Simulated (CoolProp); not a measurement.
Saturated liquid density (kg/m³) of R125: the reference equation beside estimates from Tc = 339.2 K, pc = 3.618 MPa, ω = 0.305. Rackett uses Z = 0.29056 − 0.08775 ω.

Computed with CoolProp (reference Helmholtz-energy equation of state, Lemmon 2005).

```
T (K)  reference  Rackett  Peng-Robinson
-----  ---------  -------  -------------
261.6       1371        ?           1402
265.4       1355     1382           1382
269.3       1337     1364           1360
273.1       1320     1346           1338
276.9       1302     1327              ?
280.8       1283     1307              ?
284.6       1264     1287           1266
288.4       1244     1267           1240
292.3       1223     1245           1212
296.1       1201     1222           1183
299.9       1179     1199           1152
303.8       1154     1174           1119
307.6       1129     1148           1084
311.4       1102     1120           1047
```

### Question
Fill in the missing entries.

### Answer

- 261.6, Rackett: 1399
- 276.9, Peng-Robinson: 1315
- 280.8, Peng-Robinson: 1291

Absolute difference from the reference over all 14 rows, mean and median: Rackett 1.8 and 1.8 %, Peng-Robinson 1.9 and 1.6 %.
